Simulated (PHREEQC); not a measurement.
1 kg of water holding 0.025 mol Na2CO3, 0.011 mol NaOH, 0.14 mol Na2SO4 and 0.0047 mol NaCl is evaporated at 25 °C; the solids stay in contact with the brine. CO2 is held at log p = -3.4 (atm). Only these solids could form: Burkeite, Halite, Mirabilite, Nahcolite, Natron, Thenardite, Trona.

Model: Pitzer model, pitzer.dat, run in PHREEQC.

**Question.** Predict ionic strength, Mirabilite (mol), C in solution (mol/kgw) at water left (kg) = 0.04091, 0.01552, 0.005184.

**Answer.** 
| water left (kg) | ionic strength | Mirabilite (mol) | C in solution (mol/kgw) |
|---|---|---|---|
| 0.04091 | 7.68 | 0.0659 | 0.852 |
| 0.01552 | 11.4 | 0.112 | 2.18 |
| 0.005184 | 11.2 | 0.131 | 1.89 |
